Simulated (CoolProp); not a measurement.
Vapour-liquid equilibrium of isopentane (1) + R365MFC (2) at 10.7 bar; x and y are mole fractions of (1).

Values from CoolProp's multi-fluid Helmholtz-energy mixture model, Lemmon 2006 and Lemmon 2016; pair parameters Bell 2016.

```tsv
x	bubble temperature, mixture model (K)	bubble temperature, Raoult's law (K)	y, mixture model	y, Raoult's law
0.05	396.3	399.6	0.100	0.057
0.2	388.7	398.5	0.315	0.225
0.35	?	397.3	0.448	0.385
0.5	?	396.2	0.544	0.538
0.65	?	395.0	0.631	0.685
0.8	384.1	393.9	0.736	0.824
0.95	389.1	392.8	0.909	0.957
```

What belongs in the gaps?


- 0.35, bubble temperature, mixture model (K): 384.7
- 0.5, bubble temperature, mixture model (K): 382.8
- 0.65, bubble temperature, mixture model (K): 382.6

The largest gap from Raoult's law is -13.4 K in bubble temperature, at x = 0.5. y crosses x between x = 0.5 and 0.65: the model has an azeotrope there.

Pair parameters are fitted to limited data, so mixtures are less certain than the pure fluids.
